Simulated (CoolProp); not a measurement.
The numbers come from the reference Helmholtz-energy equation of state, Guder 2009 in CoolProp.

Q: For sulfur hexafluoride, give the phase and the cv (kJ/(kg K)), speed of sound (m/s) at 501.2 K and 2.01 MPa; 501.2 K and 3.22 MPa.

A: 
- 501.2 K and 2.01 MPa: gas; cv 0.827, speed of sound 171
- 501.2 K and 3.22 MPa: gas; cv 0.830, speed of sound 169
